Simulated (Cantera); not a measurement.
A closed system holds: 1 mol CH3SiH3, a varied amount of HCl, 3.6 mol H2, held at 1398.15 K and 0.340 bar.

Points: n(HCl) (mol) = 0.42, 0.53, 0.67, 0.84, 1.1, 1.3, 1.7, 2.1.

Cantera's Mixture.equilibrate('TP', solver="vcs", rtol=1e-11, max_steps=5000) on the NASA tables stopped like this:

```
1e-06
   condensed (mol): SiC(b) 0.9948
T = 1398.15 K  P = 34000 Pa  n(HCl) = 1.1 mol  gas = 7.689 mol
   x: H2 8.578e-01  HCL 1.402e-01  CH4 9.670e-04  SiCL2 3.626e-04  SiCL4 3.068e-04  SiCL3 1.614e-04  SiHCL3 1.318e-04  SiH2CL2 8.514e-06  H 7.532e-06  C2H2,acetylene 1.652e-06  CL 1.014e-06
   condensed (mol): SiC(b) 0.9925
T = 1398.15 K  P = 34000 Pa  n(HCl) = 1.3 mol  gas = 7.886 mol
   x: H2 8.368e-01  HCL 1.608e-01  CH4 1.039e-03  SiCL4 4.936e-04  SiCL2 4.329e-04  SiCL3 2.237e-04  SiHCL3 1.805e-04  SiH2CL2 9.913e-06  H 7.439e-06  C2H2,acetylene 2.055e-06  CL 1.177e-06
   condensed (mol): C(gr) 0.002335  SiC(b) 0.9894
ERROR: FAILURE its = 5001!

*******************************************************************************
CanteraError thrown by MultiPhase::equilibrate:
VCS solver failed. Return code: -1
*******************************************************************************
```

Task: What got this run through?

Result: This is not unique; one that fits is The failure is numerical, not chemical. The same input converged with solver="gibbs", rtol=1e-10, max_steps=50000, and the result passed a check of the equilibrium conditions:
```
T = 1398.15 K  P = 34000 Pa  n(HCl) = 0.42 mol  gas = 7.017 mol
   x: H2 9.403e-01  HCL 5.908e-02  CH4 3.194e-04  SiCL2 2.137e-04  SiCL3 3.828e-05  SiHCL3 3.274e-05  SiCL4 2.928e-05  H 7.885e-06  SiH2CL2 5.499e-06
   condensed (mol): SiC(b) 0.9978
T = 1398.15 K  P = 34000 Pa  n(HCl) = 0.53 mol  gas = 7.126 mol
   x: H2 9.258e-01  HCL 7.333e-02  CH4 4.136e-04  SiCL2 2.503e-04  SiCL3 5.609e-05  SiCL4 5.367e-05  SiHCL3 4.760e-05  H 7.824e-06  SiH2CL2 6.343e-06
   condensed (mol): SiC(b) 0.997
T = 1398.15 K  P = 34000 Pa  n(HCl) = 0.67 mol  gas = 7.265 mol
   x: H2 9.081e-01  HCL 9.080e-02  CH4 5.399e-04  SiCL2 2.884e-04  SiCL4 9.664e-05  SiCL3 8.079e-05  SiHCL3 6.789e-05  H 7.749e-06  SiH2CL2 7.167e-06
   condensed (mol): SiC(b) 0.9961
T = 1398.15 K  P = 34000 Pa  n(HCl) = 0.84 mol  gas = 7.432 mol
   x: H2 8.875e-01  HCL 1.111e-01  CH4 7.022e-04  SiCL2 3.242e-04  SiCL4 1.663e-04  SiCL3 1.124e-04  SiHCL3 9.337e-05  SiH2CL2 7.875e-06  H 7.661e-06
   condensed (mol): SiC(b) 0.9948
T = 1398.15 K  P = 34000 Pa  n(HCl) = 1.1 mol  gas = 7.689 mol
   x: H2 8.578e-01  HCL 1.402e-01  CH4 9.670e-04  SiCL2 3.626e-04  SiCL4 3.068e-04  SiCL3 1.614e-04  SiHCL3 1.318e-04  SiH2CL2 8.514e-06  H 7.532e-06  C2H2,acetylene 1.652e-06  CL 1.014e-06
   condensed (mol): SiC(b) 0.9925
T = 1398.15 K  P = 34000 Pa  n(HCl) = 1.3 mol  gas = 7.886 mol
   x: H2 8.368e-01  HCL 1.608e-01  CH4 1.039e-03  SiCL4 4.936e-04  SiCL2 4.329e-04  SiCL3 2.237e-04  SiHCL3 1.805e-04  SiH2CL2 9.913e-06  H 7.439e-06  C2H2,acetylene 2.055e-06  CL 1.177e-06
   condensed (mol): C(gr) 0.002335  SiC(b) 0.9894
T = 1398.15 K  P = 34000 Pa  n(HCl) = 1.7 mol  gas = 8.277 mol
   x: H2 7.996e-01  HCL 1.968e-01  SiCL4 1.213e-03  CH4 9.487e-04  SiCL2 6.786e-04  SiCL3 4.391e-04  SiHCL3 3.462e-04  SiH2CL2 1.485e-05  H 7.271e-06  C2H2,acetylene 1.964e-06  CL 1.474e-06
   condensed (mol): C(gr) 0.01439  SiC(b) 0.9777
T = 1398.15 K  P = 34000 Pa  n(HCl) = 2.1 mol  gas = 8.664 mol
   x: H2 7.673e-01  HCL 2.273e-01  SiCL4 2.343e-03  SiCL2 9.431e-04  CH4 8.736e-04  SiCL3 7.194e-04  SiHCL3 5.557e-04  SiH2CL2 1.980e-05  H 7.123e-06  C2H2,acetylene 1.884e-06  CL 1.738e-06
   condensed (mol): C(gr) 0.03208  SiC(b) 0.9603
```

The gas is ideal and each condensed phase is pure. The feed counts by its element totals alone. The tables' values for SiCl3 are old estimates; treat these amounts as uncertain.
